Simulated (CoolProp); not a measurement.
A closed Brayton cycle with nitrogen: compressor inlet 327.15 K and 7.9 MPa, high pressure 26.7 MPa, turbine inlet 785 K, compressor efficiency 0.85, turbine efficiency 0.9, recuperator effectiveness 0 (on enthalpy, no pinch check). Each further row changes one setting.

Values from CoolProp's reference Helmholtz-energy equation of state, Span 2000.

```
case                           thermal efficiency (%)  net work (kJ/kg)  compressor to turbine work  compressor exit (K)  turbine exit (K)
-----------------------------  ----------------------  ----------------  --------------------------  -------------------  ----------------
as stated                                        16.0              54.0                        0.77                489.4             585.4
turbine inlet 735 K                              14.0              39.2                        0.82                489.4             546.3
compressor inlet 337.15 K                        15.0              48.4                        0.79                504.2             585.4
high pressure 22.7 MPa                           15.1              55.0                        0.73                464.4             608.8
recuperator effectiveness 0.5                    18.9              54.0                        0.77                489.4             585.4
```
